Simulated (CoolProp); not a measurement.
Aqueous propylene glycol as a coolant, 15 % by mass, freezing at -4.9 °C, 1 atm.

The numbers come from the Melinder's fits for secondary coolants in CoolProp.

```json
[
 {"T (°C)": "-0.6", "Prandtl number": "28.4", "viscosity (mPa s)": "3.50", "density (kg/m³)": "1015", "conductivity (W/(m K))": "0.492"},
 {"T (°C)": "3.9", "Prandtl number": "23.6", "viscosity (mPa s)": "2.93", "density (kg/m³)": "1014", "conductivity (W/(m K))": "0.498"},
 {"T (°C)": "8.3", "Prandtl number": "19.8", "viscosity (mPa s)": "2.49", "density (kg/m³)": "1013", "conductivity (W/(m K))": "0.503"},
 {"T (°C)": "12.7", "Prandtl number": "16.9", "viscosity (mPa s)": "2.14", "density (kg/m³)": "1012", "conductivity (W/(m K))": "0.509"},
 {"T (°C)": "17.2", "Prandtl number": "14.5", "viscosity (mPa s)": "1.85", "density (kg/m³)": "1011", "conductivity (W/(m K))": "0.514"},
 {"T (°C)": "21.6", "Prandtl number": "12.6", "viscosity (mPa s)": "1.62", "density (kg/m³)": "1010", "conductivity (W/(m K))": "0.519"},
 {"T (°C)": "26", "Prandtl number": "11.0", "viscosity (mPa s)": "1.43", "density (kg/m³)": "1008", "conductivity (W/(m K))": "0.524"},
 {"T (°C)": "30.5", "Prandtl number": "9.72", "viscosity (mPa s)": "1.27", "density (kg/m³)": "1007", "conductivity (W/(m K))": "0.530"}
]
```
